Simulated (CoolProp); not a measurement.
A closed Brayton cycle with nitrogen: compressor inlet 312.15 K and 7.5 MPa, high pressure 14.4 MPa, turbine inlet 745 K, compressor efficiency 0.8, turbine efficiency 0.85, recuperator effectiveness 0.8 (on enthalpy, no pinch check). Each further row changes one setting.

Model: reference Helmholtz-energy equation of state, Span 2000, in CoolProp.

```json
[
 {"case": "as stated", "thermal efficiency (%)": "18.0", "net work (kJ/kg)": "31.9", "compressor to turbine work": "0.73", "compressor exit (K)": "392.8", "turbine exit (K)": "642.2"},
 {"case": "turbine inlet 695 K", "thermal efficiency (%)": "…", "net work (kJ/kg)": "…", "compressor to turbine work": "0.78", "compressor exit (K)": "392.8", "turbine exit (K)": "598.0"},
 {"case": "compressor inlet 322.15 K", "thermal efficiency (%)": "16.6", "net work (kJ/kg)": "28.9", "compressor to turbine work": "0.75", "compressor exit (K)": "405.4", "turbine exit (K)": "642.2"},
 {"case": "high pressure 12.2 MPa", "thermal efficiency (%)": "…", "net work (kJ/kg)": "27.4", "compressor to turbine work": "…", "compressor exit (K)": "370.8", "turbine exit (K)": "666.8"},
 {"case": "recuperator effectiveness 0.5", "thermal efficiency (%)": "…", "net work (kJ/kg)": "31.9", "compressor to turbine work": "0.73", "compressor exit (K)": "392.8", "turbine exit (K)": "642.2"}
]
```

Problem. Complete the blanks.

Solution. 
- turbine inlet 695 K, thermal efficiency (%): 15.1
- turbine inlet 695 K, net work (kJ/kg): 24.0
- high pressure 12.2 MPa, thermal efficiency (%): 17.3
- high pressure 12.2 MPa, compressor to turbine work: 0.69
- recuperator effectiveness 0.5, thermal efficiency (%): 12.3
